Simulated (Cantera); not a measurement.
Input: 1 mol V2O3, 11 mol H2, 1.3 mol N2, held at 100 Torr.

Equilibrium computed with Cantera from the NASA thermochemical tables; the gas is ideal and each condensed phase is pure. Candidate condensed phases: H2O, V, VN, VO, V2O3, V2O4, V2O5; 28 gas species. Mutual solubility and eutectic melting of coexisting phases are not modelled. VO: taken at fixed stoichiometry. Condensed phases not in the tables: the oxides between V2O3 and V2O5 other than VO2. Kinetics and transport are ignored.

x: gas mole fraction; n: condensed amount in mol.

```json
[
 {"T (K)": "1448", "x H2": "0.892", "x N2": "0.106", "x H2O": "0.00241", "x H": "2.38e-5", "x VO2": "6.33e-10", "x VO": "8.61e-11", "x OH": "1.53e-9", "n VO(s)": "0.0594", "n V2O3(s)": "0.970"},
 {"T (K)": "1498", "x H2": "0.891", "x N2": "0.106", "x H2O": "0.00322", "x H": "4.44e-5", "x VO2": "2.74e-9", "x VO": "3.77e-10", "x OH": "4.55e-9", "n VO(s)": "0.0791", "n V2O3(s)": "0.960"},
 {"T (K)": "1548", "x H2": "0.890", "x N2": "0.106", "x H2O": "0.00421", "x H": "7.96e-5", "x VO2": "1.07e-8", "x VO": "1.49e-9", "x OH": "1.26e-8", "n VO(s)": "0.104", "n V2O3(s)": "0.948"},
 {"T (K)": "1598", "x H2": "0.889", "x N2": "0.106", "x H2O": "0.00541", "x H": "0.000137", "x VO2": "3.85e-8", "x VO": "5.41e-9", "x OH": "3.26e-8", "n VO(s)": "0.133", "n V2O3(s)": "0.933"},
 {"T (K)": "1648", "x H2": "0.887", "x N2": "0.106", "x H2O": "0.00685", "x H": "0.000230", "x VO2": "1.27e-7", "x VO": "1.80e-8", "x OH": "7.96e-8", "n VO(s)": "0.168", "n V2O3(s)": "0.916"},
 {"T (K)": "1698", "x H2": "0.885", "x N2": "0.106", "x H2O": "…", "x H": "…", "x VO2": "…", "x VO": "…", "x OH": "…", "n VO(s)": "…", "n V2O3(s)": "0.895"},
 {"T (K)": "1748", "x H2": "0.883", "x N2": "0.106", "x H2O": "0.0105", "x H": "0.000588", "x VO2": "1.13e-6", "x VO": "1.62e-7", "x OH": "4.08e-7", "n VO(s)": "0.259", "n V2O3(s)": "0.871"},
 {"T (K)": "1798", "x H2": "0.881", "x N2": "0.106", "x H2O": "0.0128", "x H": "0.000905", "x VO2": "3.04e-6", "x VO": "4.39e-7", "x OH": "8.63e-7", "n VO(s)": "0.315", "n V2O3(s)": "0.843"},
 {"T (K)": "1848", "x H2": "0.878", "x N2": "0.106", "x H2O": "0.0154", "x H": "0.00136", "x VO2": "7.76e-6", "x VO": "1.13e-6", "x OH": "1.75e-6", "n VO(s)": "0.379", "n V2O3(s)": "0.811"},
 {"T (K)": "1898", "x H2": "0.874", "x N2": "0.106", "x H2O": "…", "x H": "…", "x VO2": "…", "x VO": "…", "x OH": "…", "n VO(s)": "…", "n V2O3(s)": "0.775"},
 {"T (K)": "1948", "x H2": "0.870", "x N2": "0.106", "x H2O": "0.0215", "x H": "0.00289", "x VO2": "4.34e-5", "x VO": "6.37e-6", "x OH": "6.47e-6", "n VO(s)": "0.532", "n V2O3(s)": "0.734"},
 {"T (K)": "1998", "x H2": "0.865", "x N2": "0.105", "x H2O": "0.0252", "x H": "0.00409", "x VO2": "9.58e-5", "x VO": "1.41e-5", "x OH": "1.18e-5", "n VO(s)": "0.621", "n V2O3(s)": "0.689"}
]
```

Problem. Fill in the missing entries.

Solution. 
- 1698, x H2O: 0.00854
- 1698, x H: 0.000373
- 1698, x VO2: 3.92e-7
- 1698, x VO: 5.59e-8
- 1698, x OH: 1.85e-7
- 1698, n VO(s): 0.210
- 1898, x H2O: 0.0183
- 1898, x H: 0.00200
- 1898, x VO2: 1.88e-5
- 1898, x VO: 2.75e-6
- 1898, x OH: 3.43e-6
- 1898, n VO(s): 0.451
